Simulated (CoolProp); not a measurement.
The numbers come from the reference Helmholtz-energy equation of state, Span 2000 in CoolProp.

Problem. For nitrogen, give the phase and the cv (kJ/(kg K)) at 120.1 K and 1.01 bar; 219.1 K and 1.01 bar; 268.6 K and 1.01 bar.

Solution. 
- 120.1 K and 1.01 bar: gas; cv 0.747
- 219.1 K and 1.01 bar: gas; cv 0.743
- 268.6 K and 1.01 bar: gas; cv 0.743
